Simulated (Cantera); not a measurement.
**Premixed flame**

A freely propagating, adiabatic, planar premixed flame of 36.7 % H₂, 11.5 % O₂, 51.8 % N₂, equivalence ratio 1.6, unburnt at 625 K and 370000 Pa; mixture-averaged transport, grid criteria slope 0.08 and curve 0.16, no radiation.

Computed with Cantera and the H2/O2 subset of GRI-Mech 3.0, which has no nitrogen chemistry. The hydrogen kinetics of GRI-Mech 3.0 are dated; newer H2 mechanisms differ, most at raised pressure. Burning velocities carry a grid error of a few per cent, more on coarse grids.

```json
[
 {"z (mm)": "-0.259", "T (K)": "625", "u (m/s)": "8.70", "x H₂": "0.367", "x O₂": "0.115", "x HO₂": "<1e-8", "x H": "<1e-8", "x H₂O": "<1e-8", "x H₂O₂": "<1e-8"},
 {"z (mm)": "-0.173", "T (K)": "625", "u (m/s)": "8.70", "x H₂": "0.367", "x O₂": "0.115", "x HO₂": "<1e-8", "x H": "<1e-8", "x H₂O": "<1e-8", "x H₂O₂": "<1e-8"},
 {"z (mm)": "-0.130", "T (K)": "625", "u (m/s)": "8.70", "x H₂": "0.367", "x O₂": "0.115", "x HO₂": "2.27e-8", "x H": "<1e-8", "x H₂O": "2.61e-8", "x H₂O₂": "<1e-8"},
 {"z (mm)": "-0.0864", "T (K)": "625", "u (m/s)": "8.70", "x H₂": "0.367", "x O₂": "0.115", "x HO₂": "1.34e-6", "x H": "3.06e-8", "x H₂O": "1.21e-6", "x H₂O₂": "<1e-8"},
 {"z (mm)": "-0.0432", "T (K)": "660", "u (m/s)": "9.09", "x H₂": "0.360", "x O₂": "0.115", "x HO₂": "0.000466", "x H": "0.000181", "x H₂O": "0.00149", "x H₂O₂": "9.02e-6"},
 {"z (mm)": "-0.0216", "T (K)": "907", "u (m/s)": "12.2", "x H₂": "0.324", "x O₂": "0.108", "x HO₂": "0.000454", "x H": "0.00528", "x H₂O": "0.0239", "x H₂O₂": "3.37e-5"},
 {"z (mm)": "0", "T (K)": "1318", "u (m/s)": "17.2", "x H₂": "0.245", "x O₂": "0.0758", "x HO₂": "0.000209", "x H": "0.0278", "x H₂O": "0.0951", "x H₂O₂": "1.02e-5"},
 {"z (mm)": "0.0216", "T (K)": "1618", "u (m/s)": "20.9", "x H₂": "0.170", "x O₂": "0.0311", "x HO₂": "7.97e-5", "x H": "0.0513", "x H₂O": "0.180", "x H₂O₂": "3.03e-6"},
 {"z (mm)": "0.0432", "T (K)": "1769", "u (m/s)": "22.6", "x H₂": "0.140", "x O₂": "0.0106", "x HO₂": "2.61e-5", "x H": "0.0574", "x H₂O": "0.219", "x H₂O₂": "1.75e-6"},
 {"z (mm)": "0.0864", "T (K)": "1907", "u (m/s)": "24.2", "x H₂": "0.133", "x O₂": "0.00246", "x HO₂": "6.01e-6", "x H": "0.0506", "x H₂O": "0.237", "x H₂O₂": "9.47e-7"},
 {"z (mm)": "0.173", "T (K)": "2031", "u (m/s)": "25.6", "x H₂": "0.138", "x O₂": "0.00112", "x HO₂": "2.78e-6", "x H": "0.0377", "x H₂O": "0.243", "x H₂O₂": "5.06e-7"},
 {"z (mm)": "0.346", "T (K)": "2136", "u (m/s)": "26.7", "x H₂": "0.143", "x O₂": "0.000560", "x HO₂": "1.43e-6", "x H": "0.0257", "x H₂O": "0.248", "x H₂O₂": "2.70e-7"},
 {"z (mm)": "0.691", "T (K)": "2216", "u (m/s)": "27.5", "x H₂": "0.147", "x O₂": "0.000238", "x HO₂": "6.36e-7", "x H": "0.0162", "x H₂O": "0.252", "x H₂O₂": "1.40e-7"}
]
```
x: mole fraction of selected species; z is measured from the peak of heat release.

The laminar burning velocity is 870 cm/s and the thermal thickness is 0.0864 mm. The peak x(HO₂) is 0.000636. The peak x(H) comes out as 0.0575, the peak x(H₂O₂) is 3.38e-5 and the grid points comes out as 112.
